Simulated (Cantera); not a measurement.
## Si + N2O + N2 (thermal oxidation and active oxidation of silicon)

Feed: 1 mol Si, a varied amount of N2O, 38 mol N2, held at 1825 K and 13.0 Pa.

Method: chemical equilibrium by Gibbs-energy minimisation in Cantera with the NASA 1993 tables (ideal gas, pure condensed phases). Candidate condensed phases: Si, SiO2, Si2N2O, Si3N4; 16 gas species. The tables' values for SiN, SiO2 are old estimates; treat these amounts as uncertain. The tables hold silica as quartz up to 1696 K and as liquid above; real silica turns to tridymite and cristobalite and melts near 1996 K. The numbers say what is thermodynamically allowed, not how fast it happens.

From 0.15 mol N2O to 0.91 mol N2O nothing is condensed. From 1.1 mol N2O to 2.2 mol N2O the condensed part is SiO2(condensed). The main Si-bearing gas is Si at 0.15 mol N2O and SiO at 2.2 mol N2O.

| n(N2O) (mol) | log p N2 | log p SiO | log p Si | log p O2 | log p O | log p NO | n SiO2(condensed) |
|---|---|---|---|---|---|---|---|
| 0.15 | -3.90 | -6.30 | -5.56 | <-15 | <-15 | <-15 | 0 |
| 0.34 | -3.90 | -5.95 | -5.67 | <-15 | <-15 | <-15 | 0 |
| 0.53 | -3.90 | -5.76 | -5.82 | <-15 | <-15 | <-15 | 0 |
| 0.72 | -3.90 | -5.63 | -6.04 | <-15 | -15.85 | <-15 | 0 |
| 0.91 | -3.90 | -5.53 | -6.54 | <-15 | -15.26 | -15.35 | 0 |
| 1.1 | -3.90 | -5.53 | -13.89 | -8.18 | -7.90 | -7.99 | 0.0861 |
| 1.3 | -3.89 | -5.63 | -14.10 | -7.97 | -7.80 | -7.89 | 0.282 |
| 1.5 | -3.89 | -5.77 | -14.37 | -7.70 | -7.66 | -7.75 | 0.473 |
| 1.7 | -3.89 | -5.95 | -14.73 | -7.34 | -7.48 | -7.57 | 0.651 |
| 1.9 | -3.89 | -6.17 | -15.18 | -6.90 | -7.26 | -7.35 | 0.788 |
| 2 | -3.89 | -6.27 | -15.38 | -6.69 | -7.16 | -7.24 | 0.832 |
| 2.2 | -3.89 | -6.43 | -15.69 | -6.38 | -7.00 | -7.09 | 0.881 |
log p: log10 of the partial pressure in bar; n: condensed amount in mol.
